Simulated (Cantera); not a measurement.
Input: 1 mol n-butane, 0.0078 mol O2, 0.23 mol N2, at 2750 °C and 1.00 Torr.

These are equilibrium values from Cantera (NASA tables, ideal gas, pure condensed phases), not measurements of a reactor. Candidate condensed phases: C, C6H6, C7H8, C8H18, H2O; 136 gas species. Equilibrium is a limit: real reactors are often held back by kinetics, nucleation or transport.

Base state: H 0.804, C3 0.0877, C 0.0314, H2 0.0300, N2 0.0143, C2 0.0135, CN 0.00809, C2H 0.00420 (mole fractions); condensed: gas only.

**Question.** What changes in the equilibrium state with this change: N2 from 0.23 to 9.5 mol?

**Answer.** 
| species | before | after |
|---|---|---|
| H | 0.804 | 0.449 |
| N2 | 0.0143 | 0.432 |
| C3 | 0.0877 | 0.0356 |
| CN | 0.00809 | 0.0329 |
| H2 | 0.0300 | 0.00935 |
| C2 | 0.0135 | 0.00738 |
| C | 0.0314 | 0.0233 |
| C2N2 | 6.55e-6 | 0.000109 |
| C4H2 | 1.08e-5 | 1.01e-6 |
| C2H2 (acetylene) | 0.000883 | 0.000151 |
| N | 5.28e-5 | 0.000291 |
| C5 | 0.000761 | 0.000169 |
